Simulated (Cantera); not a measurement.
Input (Python, Cantera) and output of one run.

```python
import numpy as np
import cantera as ct

gas_names = [...]  # 110 gases of nasa_gas.yaml made of C, H, O
cond_names = """
    C(gr) C6H6(L) C7H8(L) C8H18(L),n-octa H2O(s) H2O(L)
""".split()


# ... load() reads the species with a 1 bar reference pressure and builds the phases ...
atoms = {
    'C2H4': {'C': 2, 'H': 4},
    'CO2': {'C': 1, 'O': 2},
    'H2': {'H': 2},
}
top_T = {'C(gr)': 4500}  # K; cautious upper limits of use, not melting points


# ... equilibrate(T, P, feed) seeds the gas with the atoms and calls Mixture.equilibrate('TP', solver="vcs", rtol=1e-11, max_steps=5000) ...
results = []
feed = {'C2H4': 1, 'CO2': 0.62, 'H2': 10}  # mol
P = 1000  # Pa
for T in [1700, 1775, 1850, 1925, 2000, 2075, 2150, 2225, 2300, 2375, 2450, 2525]:
    mix = equilibrate(T, P, feed)
    results.append((T, P, feed, dict(zip(mix.species_names, mix.species_moles))))

top = {s: max(r[3][s] / sum(r[3][g] for g in gas_names) for r in results) for s in gas_names}
cols = sorted((s for s in top if top[s] > 0.001), key=lambda s: -top[s])[:6]
seen = [c for c in cond_names if any(r[3].get(c, 0) > 1e-12 for r in results)]
print("log10 of partial pressures in bar; condensed amounts in mol")
print(f"{'T/K':>10s}" + "".join(f"{s[:9]:>10s}" for s in cols + seen))
for T, P, feed, n in results:
    ng = sum(n[g] for g in gas_names)
    print(f"{T:10.4g}" + "".join(f"{np.log10(max(n[s] / ng * P / 1e5, 1e-99)):10.3f}" for s in cols)
          + "".join(f"{n.get(c, 0):10.4g}" for c in seen))
```

It prints:

```
log10 of partial pressures in bar; condensed amounts in mol
       T/K        H2         H        CO C2H2,acet     C(gr)
      1700    -2.043    -4.853    -3.029    -6.178     1.378
      1775    -2.044    -4.560    -3.029    -5.891     1.376
      1850    -2.045    -4.291    -3.030    -5.628     1.374
      1925    -2.047    -4.043    -3.030    -5.386     1.369
      2000    -2.050    -3.814    -3.032    -5.165     1.362
      2075    -2.055    -3.602    -3.034    -4.961     1.351
      2150    -2.062    -3.406    -3.037    -4.775     1.334
      2225    -2.072    -3.225    -3.042    -4.605     1.312
      2300    -2.087    -3.058    -3.048    -4.451     1.281
      2375    -2.107    -2.904    -3.056    -4.313      1.24
      2450    -2.133    -2.764    -3.068    -4.193     1.188
      2525    -2.169    -2.637    -3.082    -4.089     1.123
```

These are equilibrium values from Cantera (NASA tables, ideal gas, pure condensed phases), not measurements of a reactor.
